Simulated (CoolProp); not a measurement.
A single-stage vapour-compression cycle with the fluid: evaporating at 233.15 K (dew point), condensing at 261.15 K (bubble point), superheat 10 K, subcooling 5 K, compressor efficiency 0.9, no pressure losses. The same conditions are run with several fluids, on thermodynamics alone (safety and materials aside).

Computed with CoolProp (reference Helmholtz-energy equation of state of each fluid (fluoroethane (R161): Wu 2012; CH2F2 (R32): Tillner-Roth 1997; nitrous oxide: Lemmon 2006; R507A: Lemmon 2003; chlorine: Thol 2021; ammonia: Gao 2020)). Blends and air are pseudo-pure fits.

```json
[
 {"fluid": "fluoroethane (R161)", "cooling COP": "6.85", "pressure ratio": "…", "discharge temperature (K)": "296.5", "refrigerating effect (kJ/kg)": "392", "volumetric capacity (kJ/m³)": "867"},
 {"fluid": "CH2F2 (R32)", "cooling COP": "6.62", "pressure ratio": "3.06", "discharge temperature (K)": "311.1", "refrigerating effect (kJ/kg)": "340", "volumetric capacity (kJ/m³)": "1630"},
 {"fluid": "nitrous oxide", "cooling COP": "6.29", "pressure ratio": "2.41", "discharge temperature (K)": "303.9", "refrigerating effect (kJ/kg)": "277", "volumetric capacity (kJ/m³)": "6340"},
 {"fluid": "R507A", "cooling COP": "6.84", "pressure ratio": "3.03", "discharge temperature (K)": "279.8", "refrigerating effect (kJ/kg)": "171", "volumetric capacity (kJ/m³)": "1220"},
 {"fluid": "chlorine", "cooling COP": "…", "pressure ratio": "3.16", "discharge temperature (K)": "332.2", "refrigerating effect (kJ/kg)": "273", "volumetric capacity (kJ/m³)": "753"},
 {"fluid": "ammonia", "cooling COP": "6.53", "pressure ratio": "…", "discharge temperature (K)": "339.7", "refrigerating effect (kJ/kg)": "1310", "volumetric capacity (kJ/m³)": "804"}
]
```

Complete the blanks.


- fluoroethane (R161), pressure ratio: 3.19
- chlorine, cooling COP: 6.61
- ammonia, pressure ratio: 3.74
